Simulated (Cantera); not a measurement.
**Ammonia decomposition in nitride growth gas**

A perfectly stirred reactor is fed with 57.1 % NH3, 42.9 % N2, at 1.48 atm; it is held at 1450 K, and followed from long to short residence time.

Computed with Cantera and the gas-phase N/H chemistry of the illustrative SiF4/NH3 mechanism in the Surface Chemkin manual (1991). Walls and surfaces, which speed up NH3 decomposition in real reactors, are not modelled.

```csv
τ (s),x NH3,x N2H4,x N,x H2,x N2,x NH
3.6,0.538,1.37e-7,4.20e-10,0.0321,0.430,3.27e-8
1.1,0.560,1.58e-7,2.53e-10,0.0112,0.429,3.20e-8
0.31,0.568,1.67e-7,9.56e-11,0.00329,0.429,2.91e-8
0.091,0.570,1.65e-7,3.08e-11,0.000957,0.429,2.70e-8
0.027,0.571,1.50e-7,9.64e-12,0.000263,0.429,2.43e-8
0.0078,0.571,1.03e-7,2.84e-12,5.77e-5,0.429,1.76e-8
0.0023,0.571,2.98e-8,<1e-12,8.57e-6,0.429,5.96e-9
0.00067,0.571,3.06e-9,<1e-12,1.58e-6,0.429,6.97e-10
0.00020,0.571,2.66e-10,<1e-12,4.42e-7,0.429,6.01e-11
```
x: mole fraction; the columns are a selection and need not sum to one.
